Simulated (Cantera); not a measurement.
# Ignition delay

Mixture: H₂ : O₂ : N₂ = 1 : 0.263 : 1.08 (molar parts), at 1.01 bar, adiabatic and at constant volume. Ignition delay is the time to a rise of 400 K.

Detailed kinetics in Cantera: GRI-Mech 3.0 (53 species, 325 reactions).

| T0 (K) | delay (ms) |
|---|---|
| 1150 | 0.0692 |
| 1225 | 0.0446 |
| 1300 | 0.0314 |
| 1375 | 0.0236 |
| 1450 | 0.0188 |
